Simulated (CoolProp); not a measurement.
Carbon dioxide along the isobar 0.97 MPa: density (kg/m³) from the reference equation and from simpler models built on Tc = 31.0 °C, pc = 7.377 MPa, ω = 0.224; each cubic takes its own stable root.

The numbers come from the reference Helmholtz-energy equation of state, Span 1996 in CoolProp.

```json
[
 {"T (°C)": "-38.05", "phase": "gas", "reference": "24.76", "ideal gas": "21.84", "van der Waals": "23.66", "Redlich-Kwong": "24.27", "Soave-Redlich-Kwong": "24.50", "Peng-Robinson": "24.67"},
 {"T (°C)": "-24.75", "phase": "gas", "reference": "22.86", "ideal gas": "20.67", "van der Waals": "22.16", "Redlich-Kwong": "22.59", "Soave-Redlich-Kwong": "22.73", "Peng-Robinson": "22.88"},
 {"T (°C)": "-11.45", "phase": "gas", "reference": "21.30", "ideal gas": "19.62", "van der Waals": "20.85", "Redlich-Kwong": "21.15", "Soave-Redlich-Kwong": "21.24", "Peng-Robinson": "21.38"},
 {"T (°C)": "1.95", "phase": "gas", "reference": "19.98", "ideal gas": "18.66", "van der Waals": "19.69", "Redlich-Kwong": "19.91", "Soave-Redlich-Kwong": "19.96", "Peng-Robinson": "20.07"},
 {"T (°C)": "15.25", "phase": "gas", "reference": "18.86", "ideal gas": "17.80", "van der Waals": "18.66", "Redlich-Kwong": "18.82", "Soave-Redlich-Kwong": "18.85", "Peng-Robinson": "18.95"},
 {"T (°C)": "28.55", "phase": "gas", "reference": "17.87", "ideal gas": "17.02", "van der Waals": "17.75", "Redlich-Kwong": "17.86", "Soave-Redlich-Kwong": "17.87", "Peng-Robinson": "17.96"},
 {"T (°C)": "41.85", "phase": "gas", "reference": "17.00", "ideal gas": "16.30", "van der Waals": "16.92", "Redlich-Kwong": "17.01", "Soave-Redlich-Kwong": "16.99", "Peng-Robinson": "17.08"},
 {"T (°C)": "55.25", "phase": "gas", "reference": "16.21", "ideal gas": "15.63", "van der Waals": "16.17", "Redlich-Kwong": "16.23", "Soave-Redlich-Kwong": "16.21", "Peng-Robinson": "16.28"},
 {"T (°C)": "68.55", "phase": "gas", "reference": "15.51", "ideal gas": "15.03", "van der Waals": "15.49", "Redlich-Kwong": "15.53", "Soave-Redlich-Kwong": "15.50", "Peng-Robinson": "15.57"},
 {"T (°C)": "81.85", "phase": "gas", "reference": "14.87", "ideal gas": "14.46", "van der Waals": "14.87", "Redlich-Kwong": "14.89", "Soave-Redlich-Kwong": "14.86", "Peng-Robinson": "14.92"},
 {"T (°C)": "95.15", "phase": "gas", "reference": "14.28", "ideal gas": "13.94", "van der Waals": "14.29", "Redlich-Kwong": "14.31", "Soave-Redlich-Kwong": "14.27", "Peng-Robinson": "14.33"},
 {"T (°C)": "108.55", "phase": "gas", "reference": "13.74", "ideal gas": "13.45", "van der Waals": "13.76", "Redlich-Kwong": "13.77", "Soave-Redlich-Kwong": "13.72", "Peng-Robinson": "13.78"},
 {"T (°C)": "121.85", "phase": "gas", "reference": "13.24", "ideal gas": "13.00", "van der Waals": "13.27", "Redlich-Kwong": "13.27", "Soave-Redlich-Kwong": "13.23", "Peng-Robinson": "13.28"},
 {"T (°C)": "135.15", "phase": "gas", "reference": "12.78", "ideal gas": "12.57", "van der Waals": "12.82", "Redlich-Kwong": "12.81", "Soave-Redlich-Kwong": "12.77", "Peng-Robinson": "12.81"},
 {"T (°C)": "148.45", "phase": "gas", "reference": "12.36", "ideal gas": "12.18", "van der Waals": "12.39", "Redlich-Kwong": "12.38", "Soave-Redlich-Kwong": "12.34", "Peng-Robinson": "12.38"},
 {"T (°C)": "161.85", "phase": "gas", "reference": "11.96", "ideal gas": "11.80", "van der Waals": "11.99", "Redlich-Kwong": "11.98", "Soave-Redlich-Kwong": "11.94", "Peng-Robinson": "11.98"}
]
```
